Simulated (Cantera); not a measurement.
A Cantera script and what it prints.

```python
import numpy as np
import cantera as ct

gas_names = [...]  # 95 gases of nasa_gas.yaml made of C, F, H
cond_names = """
    C(gr) C6H6(L) C7H8(L) C8H18(L),n-octa
""".split()


# ... load() reads the species with a 1 bar reference pressure and builds the phases ...
atoms = {
    'CHF3': {'C': 1, 'H': 1, 'F': 3},
    'H2': {'H': 2},
}
top_T = {'C(gr)': 4500}  # K; cautious upper limits of use, not melting points


# ... equilibrate(T, P, feed) seeds the gas with the atoms and calls Mixture.equilibrate('TP', solver="vcs", rtol=1e-11, max_steps=5000) ...
results = []
feed = {'CHF3': 1, 'H2': 3.3}  # mol
P = 9.1  # Pa
for T in [2425, 2500, 2575, 2650, 2725, 2800, 2875, 2950]:
    mix = equilibrate(T, P, feed)
    results.append((T, P, feed, dict(zip(mix.species_names, mix.species_moles))))

top = {s: max(r[3][s] / sum(r[3][g] for g in gas_names) for r in results) for s in gas_names}
cols = sorted((s for s in top if top[s] > 0.0001), key=lambda s: -top[s])[:5]
seen = [c for c in cond_names if any(r[3].get(c, 0) > 1e-12 for r in results)]
print("log10 of partial pressures in bar; condensed amounts in mol")
print(f"{'T/K':>10s}" + "".join(f"{s[:9]:>10s}" for s in cols + seen))
for T, P, feed, n in results:
    ng = sum(n[g] for g in gas_names)
    print(f"{T:10.4g}" + "".join(f"{np.log10(max(n[s] / ng * P / 1e5, 1e-99)):10.3f}" for s in cols)
          + "".join(f"{n.get(c, 0):10.4g}" for c in seen))
```

Result:

```
log10 of partial pressures in bar; condensed amounts in mol
       T/K         H        HF         F        H2         C     C(gr)
      2425    -4.338    -4.422    -6.346    -5.182    -7.240    0.9457
      2500    -4.305    -4.446    -6.020    -5.411    -6.779    0.8409
      2575    -4.289    -4.480    -5.709    -5.657    -6.344    0.5157
      2650    -4.283    -4.533    -5.429    -5.907    -5.993         0
      2725    -4.269    -4.602    -5.189    -6.129    -5.774         0
      2800    -4.257    -4.705    -5.000    -6.339    -5.581         0
      2875    -4.246    -4.847    -4.863    -6.542    -5.417         0
      2950    -4.239    -5.024    -4.772    -6.739    -5.289         0
```

Equilibrium computed with Cantera from the NASA thermochemical tables; the gas is ideal and each condensed phase is pure.
